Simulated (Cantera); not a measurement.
A freely propagating, adiabatic, planar premixed flame of H2 : O2 : N2 = 1 : 0.538 : 2.02 (molar parts), unburnt at 400 K and 500000 Pa; mixture-averaged transport, grid criteria slope 0.08 and curve 0.16, no radiation.

Model: the H2/O2 subset of GRI-Mech 3.0, which has no nitrogen chemistry, integrated in Cantera. The hydrogen kinetics of GRI-Mech 3.0 are dated; newer H2 mechanisms differ, most at raised pressure. Burning velocities carry a grid error of a few per cent, more on coarse grids.

Task: Predict: laminar burning velocity; thermal thickness; peak x(H); peak x(H2O2); peak x(OH); peak x(HO2).

Result: 
```json
{
 "laminar_burning_velocity": "278 cm/s",
 "thermal_thickness": "0.0526 mm",
 "peak x(H)": "0.0188",
 "peak x(H2O2)": "0.000145",
 "peak x(OH)": "0.0146",
 "peak x(HO2)": "0.00108"
}
```
